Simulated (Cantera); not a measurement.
Cantera with NASA thermochemical tables; ideal gases at 1 bar, condensed phases pure. Values are per mole of reaction as written; species without (g) are pure solids or liquids, kept so even where they would boil at 1 bar.

2 Na + Cl₂(g) → 2 NaCl(g)

```csv
T (K),ΔH° (kJ),ΔS° (J/K),ΔG° (kJ),log10 K,condensed phases
300,-362.9,133.8,-403.0,70.17,Na(s)
775,…,…,…,…,Na(l)
875,-380.6,96.1,-464.7,27.74,Na(l)
975,…,…,…,…,Na(l)
1075,…,…,…,…,Na(l)
1175,…,…,…,…,Na(l)
```

Problem. What belongs in the gaps?

Solution. 
- 775, ΔH° (kJ): -378.6
- 775, ΔS° (J/K): 98.5
- 775, ΔG° (kJ): -454.9
- 775, log10 K: 30.66
- 975, ΔH° (kJ): -382.5
- 975, ΔS° (J/K): 94.0
- 975, ΔG° (kJ): -474.2
- 975, log10 K: 25.40
- 1075, ΔH° (kJ): -384.4
- 1075, ΔS° (J/K): 92.2
- 1075, ΔG° (kJ): -483.5
- 1075, log10 K: 23.49
- 1175, ΔH° (kJ): -386.4
- 1175, ΔS° (J/K): 90.4
- 1175, ΔG° (kJ): -492.6
- 1175, log10 K: 21.90
